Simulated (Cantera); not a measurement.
Charge: 1 mol CO2, 7.7 mol H2, 0.35 mol O2, equilibrated at 1575 K and 0.428 Torr.

These are equilibrium values from Cantera (NASA tables, ideal gas, pure condensed phases), not measurements of a reactor. Candidate condensed phases: C, C6H6, C7H8, C8H18, H2O; 110 gas species. Equilibrium is a limit: real reactors are often held back by kinetics, nucleation or transport.

Base state: H2 0.698, H2O 0.186, CO 0.105, CO2 0.00964, H 0.00145, OH 1.40e-5 (mole fractions); condensed: gas only.

Task: What changes in the equilibrium state with this change: CO2 replaced by HBr?

Result: 
```
species   before    after
-------  -------  -------
H2         0.698    0.805
HBr            0   0.0992
H2O        0.186   0.0798
CO         0.105        0
Br             0   0.0148
CO2      0.00964        0
OH       1.40e-5  5.63e-6
H        0.00145  0.00156
```
Further candidate phases: Br2.
